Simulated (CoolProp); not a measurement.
Properties of C2F6 (R116) along the isobar 101 kPa.

Model: reference Helmholtz-energy equation of state, Lemmon 2006, in CoolProp. It is a short technical equation, of lower accuracy than the large ones.

| T (K) | phase | density (kg/m³) | cv (kJ/(kg K)) | isothermal compressibility (1/MPa) | Prandtl number | fugacity coefficient |
|---|---|---|---|---|---|---|
| 274.3 | gas | 6.198 | 0.6743 | 10.04 | 0.739 | 0.9863 |
| 295.8 | gas | 5.729 | 0.7087 | 10.01 | 0.740 | 0.9893 |
| 317.4 | gas | 5.327 | 0.7416 | 9.986 | 0.741 | 0.9916 |
| 338.9 | gas | 4.980 | 0.7726 | 9.968 | 0.742 | 0.9934 |
| 360.4 | gas | 4.677 | 0.8018 | 9.954 | 0.743 | 0.9947 |
| 381.9 | gas | 4.409 | 0.8291 | 9.943 | 0.744 | 0.9957 |
| 403.5 | gas | 4.169 | 0.8547 | 9.935 | 0.744 | 0.9966 |
| 425 | gas | 3.956 | 0.8784 | 9.928 | 0.745 | 0.9973 |

Viscosity comes from a separate model (Huber 2003), an estimate that may be off by 10 % or more. Thermal conductivity comes from a separate model (Huber 2003), an estimate that may be off by 10 % or more.
